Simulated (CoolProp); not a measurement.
Properties of ethylbenzene at several states (Tc = 617.1 K, pc = 3.622 MPa, ω = 0.304).

The numbers come from the reference Helmholtz-energy equation of state, Zhou 2012 in CoolProp.

```
T (K)  p (MPa)   phase  speed of sound (m/s)  isothermal compressibility (1/MPa)
-----  -------  ------  --------------------  ----------------------------------
396.5     3.36  liquid                 953.4                            0.001770
350.4    0.465  liquid                  1107                            0.001275
586.5     1.28     gas                 182.7                              0.9675
204      0.138  liquid                  1743                           0.0004777
554.3   0.0555     gas                 210.8                               18.16
```
